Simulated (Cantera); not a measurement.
What does this Cantera script print?

```python
import numpy as np
import cantera as ct

gas_names = """
    H H2 N NH NH2 NH3 N2 N2H2 N2H4 Si SiH SiH2 SiH3 SiH4 SiN Si2 Si2N Si3
""".split()
cond_names = """
    Si(cr) Si(L) Si3N4(a)
""".split()


# ... load() reads the species with a 1 bar reference pressure and builds the phases ...
atoms = {
    'trisilylamine': {'Si': 3, 'N': 1, 'H': 9},
    'N2': {'N': 2},
}
top_T = {'Si3N4(a)': 2400}  # K; cautious upper limits of use, not melting points


# ... equilibrate(T, P, feed) seeds the gas with the atoms and calls Mixture.equilibrate('TP', solver="vcs", rtol=1e-11, max_steps=5000) ...
results = []
feed = {'trisilylamine': 1, 'N2': 22}  # mol
P = 1333.22  # Pa
for T in [750, 850, 950, 1050, 1150, 1250, 1350, 1450, 1550, 1650, 1750, 1850]:
    mix = equilibrate(T, P, feed)
    results.append((T, P, feed, dict(zip(mix.species_names, mix.species_moles))))

top = {s: max(r[3][s] / sum(r[3][g] for g in gas_names) for r in results) for s in gas_names}
cols = sorted((s for s in top if top[s] > 1e-06), key=lambda s: -top[s])[:7]
seen = [c for c in cond_names if any(r[3].get(c, 0) > 1e-12 for r in results)]
print("log10 of partial pressures in bar; condensed amounts in mol")
print(f"{'T/K':>10s}" + "".join(f"{s[:9]:>10s}" for s in cols + seen))
for T, P, feed, n in results:
    ng = sum(n[g] for g in gas_names)
    print(f"{T:10.4g}" + "".join(f"{np.log10(max(n[s] / ng * P / 1e5, 1e-99)):10.3f}" for s in cols)
          + "".join(f"{n.get(c, 0):10.4g}" for c in seen))
```

Output:

```
log10 of partial pressures in bar; condensed amounts in mol
       T/K        N2        H2         H        Si      Si2N       SiH       SiN     Si(L)  Si3N4(a)
       750    -1.961    -2.620   -13.810   -33.782   -42.773   -31.927   -31.887         0         1
       850    -1.961    -2.620   -11.998   -28.062   -35.455   -26.827   -26.815         0         1
       950    -1.961    -2.620   -10.565   -23.550   -29.687   -22.808   -22.817         0         1
      1050    -1.961    -2.620    -9.401   -19.903   -25.026   -19.561   -19.586         0         1
      1150    -1.961    -2.620    -8.437   -16.895   -21.183   -16.883   -16.922         0         1
      1250    -1.961    -2.620    -7.626   -14.372   -17.964   -14.640   -14.689         0         1
      1350    -1.961    -2.620    -6.933   -12.227   -15.229   -12.733   -12.791         0         1
      1450    -1.961    -2.620    -6.334   -10.382   -12.879   -11.093   -11.158         0         1
      1550    -1.961    -2.620    -5.812    -8.778   -10.838    -9.669    -9.740         0         1
      1650    -1.961    -2.620    -5.352    -7.372    -9.050    -8.421    -8.496         0         1
      1750    -1.961    -2.621    -4.944    -6.129    -7.473    -7.318    -7.398         0    0.9994
      1850    -1.955    -2.656    -4.597    -5.191    -6.401    -6.522    -6.584     2.984         0
```

Equilibrium computed with Cantera from the NASA thermochemical tables; the gas is ideal and each condensed phase is pure. The feed counts by its element totals alone. The tables' values for SiN are old estimates; treat these amounts as uncertain.
